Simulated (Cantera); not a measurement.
Mixture: CH4 : CO : O2 : N2 = 1 : 0.14 : 2.44 : 7.79 (molar parts), at 1000000 Pa, adiabatic and at constant volume. Ignition delay is the time to a rise of 400 K.

Computed with Cantera and GRI-Mech 3.0 (53 species, 325 reactions).

**Question.** What does this change do: pressure from 1000000 Pa to 440000 Pa?

**Answer.** 
```tsv
quantity	before	after
delay at 1125 K	12.2 ms	28.8 ms
delay at 1225 K	3.08 ms	7.00 ms
delay at 1325 K	0.919 ms	1.98 ms
delay at 1425 K	0.310 ms	0.634 ms
apparent activation energy between 1375 and 1475 K	170 kJ/mol	180 kJ/mol
```

**Question.** What does this change do: N2 7.79 to 16 parts?

**Answer.** 
```
quantity                                                before       after
--------------------------------------------------  ----------  ----------
delay at 1125 K                                        12.2 ms     22.5 ms
delay at 1225 K                                        3.08 ms     5.91 ms
delay at 1325 K                                       0.919 ms     1.80 ms
delay at 1425 K                                       0.310 ms    0.610 ms
apparent activation energy between 1375 and 1475 K  170 kJ/mol  180 kJ/mol
```
